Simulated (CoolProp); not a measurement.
CH2F2 (R32) at 302.24 K and 8.73 MPa flows at 4 m/s in a round tube of 10 mm bore and 0.25 µm roughness, fully developed (64/Re and Nu = 3.66 if laminar; Colebrook and Gnielinski if turbulent). Each further row changes one setting.

Model: reference Helmholtz-energy equation of state, Tillner-Roth 1997, in CoolProp.

```csv
case,Reynolds number,Darcy friction factor,pressure drop (Pa/m),heat-transfer coefficient (W/(m² K)),mass flow (kg/h)
as stated,326000,0.0145,11400,10800,1110
velocity 8 m/s,652000,0.0130,40800,19500,2230
diameter 20 mm,652000,0.0128,5020,9590,4450
```

Viscosity comes from a separate model (Bell 2016), an estimate that may be off by 10 % or more. Thermal conductivity comes from a separate model (Huber 2003), an estimate that may be off by 10 % or more.
